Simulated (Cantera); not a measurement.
**Thermodynamics of aluminium and copper etching, feed Al + HCl + N2**

A closed system holds: 1 mol Al, a varied amount of HCl, 4 mol N2, equilibrated at 13.0 Pa.

Equilibrium computed with Cantera from the NASA thermochemical tables; the gas is ideal and each condensed phase is pure. Candidate condensed phases: Al, AlCl3, AlN, NH4Cl; 20 gas species. The tables' values for AlCl2 are old estimates. Kinetics and transport are ignored.

Stable condensed phases:

```
T in K \ n(HCl) in mol
         1.5 1.9 2.4 2.8 3.3 3.7 4.2 4.6 5.1 5.5   6 6.4 6.9
   1523    A   A   A   A   A   A   A   A   A   A   A   A   A
   1473    A   A   A   A   A   A   A   A   A   A   A   A   A
   1423    B   A   A   A   A   A   A   A   A   A   A   A   A
   1373    B   B   A   A   A   A   A   A   A   A   A   A   A
   1323    B   B   B   B   A   A   A   A   A   A   A   A   A
   1273    B   B   B   B   B   A   A   A   A   A   A   A   A
   1223    B   B   B   B   B   A   A   A   A   A   A   A   A
   1173    B   B   B   B   B   A   A   A   A   A   A   A   A
   1123    B   B   B   B   B   A   A   A   A   A   A   A   A
   1073    B   B   B   B   B   A   A   A   A   A   A   A   A
   1023    B   B   B   B   B   A   A   A   A   A   A   A   A
    973    B   B   B   B   B   B   A   A   A   A   A   A   A
    923    B   B   B   B   B   B   A   A   A   A   A   A   A
```

A: gas only; B: AlN.
